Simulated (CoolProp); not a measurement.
Vapour-liquid equilibrium of ethylbenzene (1) + n-nonane (2) at 406.4 K; x and y are mole fractions of (1).

Model: multi-fluid Helmholtz-energy mixture model, Zhou 2012 and Lemmon 2006; pair parameters Bell 2016, in CoolProp.

```json
[
 {"x": "0.05", "bubble pressure, mixture model (bar)": "0.6454", "bubble pressure, Raoult's law (bar)": "0.6377", "y, mixture model": "0.083", "y, Raoult's law": "0.073"},
 {"x": "0.2", "bubble pressure, mixture model (bar)": "(withheld)", "bubble pressure, Raoult's law (bar)": "0.6849", "y, mixture model": "0.295", "y, Raoult's law": "0.273"},
 {"x": "0.35", "bubble pressure, mixture model (bar)": "0.7728", "bubble pressure, Raoult's law (bar)": "0.7320", "y, mixture model": "0.463", "y, Raoult's law": "0.448"},
 {"x": "0.5", "bubble pressure, mixture model (bar)": "(withheld)", "bubble pressure, Raoult's law (bar)": "0.7792", "y, mixture model": "(withheld)", "y, Raoult's law": "0.601"},
 {"x": "0.65", "bubble pressure, mixture model (bar)": "0.8679", "bubble pressure, Raoult's law (bar)": "0.8263", "y, mixture model": "(withheld)", "y, Raoult's law": "0.737"},
 {"x": "0.8", "bubble pressure, mixture model (bar)": "0.9030", "bubble pressure, Raoult's law (bar)": "0.8735", "y, mixture model": "(withheld)", "y, Raoult's law": "0.858"},
 {"x": "0.95", "bubble pressure, mixture model (bar)": "0.9296", "bubble pressure, Raoult's law (bar)": "0.9206", "y, mixture model": "(withheld)", "y, Raoult's law": "0.966"}
]
```

**Question.** What belongs in the gaps?

**Answer.** 
- 0.2, bubble pressure, mixture model (bar): 0.7126
- 0.5, bubble pressure, mixture model (bar): 0.8246
- 0.5, y, mixture model: 0.602
- 0.65, y, mixture model: 0.724
- 0.8, y, mixture model: 0.839
- 0.95, y, mixture model: 0.957

The largest gap from Raoult's law is +5.8 % in bubble pressure, at x = 0.5. No azeotrope shows between x = 0.05 and 0.95.

The pair parameters rest on a limited set of measurements; away from them the model extrapolates.
